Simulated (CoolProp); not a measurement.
R227EA along the isobar 0.7 MPa: fugacity coefficient from the reference equation and from simpler models built on Tc = 374.9 K, pc = 2.925 MPa, ω = 0.358; each cubic takes its own stable root.

The numbers come from the reference Helmholtz-energy equation of state, Lemmon 2016 in CoolProp.

| T (K) | phase | reference |
|---|---|---|
| 280.9 | liquid | 0.3455 |
| 287 | liquid | 0.4187 |
| 293.1 | liquid | 0.5019 |
| 299.2 | liquid | 0.5951 |
| 305.3 | liquid | 0.6987 |
| 311.3 | liquid | 0.8106 |
| 317.4 | gas | 0.8525 |
| 323.5 | gas | 0.8625 |
| 329.6 | gas | 0.8715 |
| 335.7 | gas | 0.8798 |
| 341.7 | gas | 0.8872 |
| 347.8 | gas | 0.8941 |
| 353.9 | gas | 0.9005 |
| 360 | gas | 0.9064 |
| 366.1 | gas | 0.9118 |

Q: How far does each simpler model (van der Waals, Redlich-Kwong, Soave-Redlich-Kwong, Peng-Robinson) lie from the reference over these 15 states: mean and median of the absolute difference, and the worst?

A: 
- van der Waals: mean 29.4 %, median 4.3 %, worst +148.9 % at 280.9 K and 0.7 MPa
- Redlich-Kwong: mean 16.8 %, median 1.8 %, worst +64.5 % at 280.9 K and 0.7 MPa
- Soave-Redlich-Kwong: mean 0.9 %, median 0.6 %, worst +1.9 % at 305.3 K and 0.7 MPa
- Peng-Robinson: mean 0.5 %, median 0.5 %, worst -0.8 % at 366.1 K and 0.7 MPa

At some of these states van der Waals, Redlich-Kwong gives the other phase, because its saturation line lies elsewhere.
